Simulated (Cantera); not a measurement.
Feed: 1 mol SiH2Cl2, 0.76 mol C2H4, 250 mol H2, at 1950 K and 13.3 mbar.

Method: chemical equilibrium by Gibbs-energy minimisation in Cantera with the NASA 1993 tables (ideal gas, pure condensed phases). Candidate condensed phases: C, C6H6, C7H8, C8H18, Si, SiC; 109 gas species. The numbers say what is thermodynamically allowed, not how fast it happens.

Base state: H2 0.982, H 0.00984, HCl 0.00777, C2H2 (acetylene) 0.000537, Si 8.10e-5, Cl 5.84e-5 (mole fractions); condensed: C(graphite) + SiC(s).

**Question.** What changes in the equilibrium state with this change: SiH2Cl2 replaced by SiH4?

**Answer.** 
```
species             before     after
----------------  --------  --------
H2                   0.982     0.989
H                  0.00984   0.00988
C2H2 (acetylene)  0.000537  0.000541
HCl                0.00777         0
Cl                 5.84e-5         0
Si                 8.10e-5   8.10e-5
C(graphite), mol     0.270     0.265
SiC(s), mol          0.973     0.975
```
